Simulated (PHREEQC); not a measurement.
A made-up water analysis in mg/kgw, 25 °C, pH 7.03:

| constituent | mg/kgw |
|---|---|
| Na | 2200 |
| K | 139 |
| Ca | 183 |
| Mg | 94.9 |
| Cl | 3500 |
| S(6) as SO4 | 630 |
| Alkalinity as HCO3 | 1.11 |
| Br | 81.1 |

Valence states are taken as typed.

Computed with PHREEQC (Pitzer model, pitzer.dat).

### Question
The ionic strength comes out as 0.130 mol/kgw. What activity coefficients do SO4-2, HCO3-, K+, Cl-, Ca+2 get?

### Answer
SO4-2 0.26, HCO3- 0.84, K+ 0.76, Cl- 0.75, Ca+2 0.32. Single-ion values are on the MacInnes scale.

This is a speciation only: nothing precipitates in the calculation.
